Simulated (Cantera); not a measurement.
A perfectly stirred reactor is fed with 8.61 % CH4, 2.84 % C2H6, 16.0 % O2, 63.9 % N2, 8.61 % H2O, at 0.257 atm; it is adiabatic with a 675 K inlet, and is followed from long to short residence time, starting on the burning branch (τ in s: 0.042, 0.018, 0.0077, 0.0033, 0.0014, 0.00062, 0.00027, 0.00012, 5e-05).

Cantera simulation using GRI-Mech 3.0 (53 species, 325 reactions); the numbers are that mechanism's predictions, not measurements.

One state of this run: T (K) = 1878; x CH4 = 0.00199; x C2H6 = 2.22e-5; x O2 = 0.00212; x NO = 4.08e-5; x CO2 = 0.0363. x: mole fraction; the columns are a selection and need not sum to one.

Which value of τ (s) does it belong to?
A. 0.00062
B. 0.018
C. 0.0077
D. 0.042

C, 0.0077
